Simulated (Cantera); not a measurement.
A freely propagating, adiabatic, planar premixed flame of H₂ : O₂ : N₂ = 1 : 0.2 : 0.752 (molar parts), equivalence ratio 2.5, unburnt at 575 K and 113 Torr; mixture-averaged transport, grid criteria slope 0.08 and curve 0.16, no radiation.

Cantera simulation using the H2/O2 subset of GRI-Mech 3.0, which has no nitrogen chemistry; the numbers are that mechanism's predictions, not measurements. Burning velocities carry a grid error of a few per cent, more on coarse grids.

x: mole fraction of selected species; z is measured from the peak of heat release.

```json
[
 {"z (mm)": "-16.0", "T (K)": "575", "u (m/s)": "6.19", "x H₂": "0.512", "x O₂": "0.102", "x H": "<1e-8", "x H₂O₂": "<1e-8", "x H₂O": "<1e-8", "x HO₂": "<1e-8"},
 {"z (mm)": "-10.7", "T (K)": "575", "u (m/s)": "6.19", "x H₂": "0.512", "x O₂": "0.102", "x H": "<1e-8", "x H₂O₂": "<1e-8", "x H₂O": "<1e-8", "x HO₂": "<1e-8"},
 {"z (mm)": "-8.01", "T (K)": "575", "u (m/s)": "6.19", "x H₂": "0.512", "x O₂": "0.102", "x H": "<1e-8", "x H₂O₂": "<1e-8", "x H₂O": "<1e-8", "x HO₂": "<1e-8"},
 {"z (mm)": "-5.34", "T (K)": "575", "u (m/s)": "6.19", "x H₂": "0.512", "x O₂": "0.102", "x H": "5.97e-7", "x H₂O₂": "<1e-8", "x H₂O": "9.08e-8", "x HO₂": "9.88e-7"},
 {"z (mm)": "-2.67", "T (K)": "590", "u (m/s)": "6.34", "x H₂": "0.510", "x O₂": "0.102", "x H": "0.000644", "x H₂O₂": "(withheld)", "x H₂O": "0.000967", "x HO₂": "4.62e-5"},
 {"z (mm)": "-1.34", "T (K)": "726", "u (m/s)": "7.70", "x H₂": "0.485", "x O₂": "0.0981", "x H": "0.0120", "x H₂O₂": "(withheld)", "x H₂O": "0.0130", "x HO₂": "2.88e-5"},
 {"z (mm)": "0", "T (K)": "1073", "u (m/s)": "11.1", "x H₂": "0.360", "x O₂": "0.0562", "x H": "0.0774", "x H₂O₂": "(withheld)", "x H₂O": "0.102", "x HO₂": "1.09e-5"},
 {"z (mm)": "1.34", "T (K)": "1298", "u (m/s)": "13.4", "x H₂": "0.269", "x O₂": "0.00541", "x H": "0.119", "x H₂O₂": "(withheld)", "x H₂O": "0.201", "x HO₂": "1.03e-6"},
 {"z (mm)": "2.67", "T (K)": "1379", "u (m/s)": "14.1", "x H₂": "0.266", "x O₂": "0.000543", "x H": "0.114", "x H₂O₂": "5.18e-8", "x H₂O": "0.212", "x HO₂": "9.67e-8"},
 {"z (mm)": "5.34", "T (K)": "1473", "u (m/s)": "15.0", "x H₂": "0.275", "x O₂": "0.000242", "x H": "0.102", "x H₂O₂": "5.36e-8", "x H₂O": "0.214", "x HO₂": "3.98e-8"},
 {"z (mm)": "10.7", "T (K)": "1581", "u (m/s)": "16.0", "x H₂": "0.285", "x O₂": "0.000208", "x H": "0.0859", "x H₂O₂": "(withheld)", "x H₂O": "0.215", "x HO₂": "3.17e-8"},
 {"z (mm)": "21.4", "T (K)": "1695", "u (m/s)": "17.0", "x H₂": "0.296", "x O₂": "0.000158", "x H": "0.0690", "x H₂O₂": "(withheld)", "x H₂O": "0.217", "x HO₂": "2.34e-8"},
 {"z (mm)": "42.7", "T (K)": "1805", "u (m/s)": "17.9", "x H₂": "0.307", "x O₂": "0.000104", "x H": "0.0524", "x H₂O₂": "(withheld)", "x H₂O": "0.219", "x HO₂": "1.61e-8"}
]
```

Question: Some entries are withheld; supply them.

Answer: 
- -2.67, x H₂O₂: 5.77e-7
- -1.34, x H₂O₂: 4.09e-7
- 0, x H₂O₂: 1.52e-7
- 1.34, x H₂O₂: 6.60e-8
- 10.7, x H₂O₂: 4.71e-8
- 21.4, x H₂O₂: 3.29e-8
- 42.7, x H₂O₂: 1.91e-8
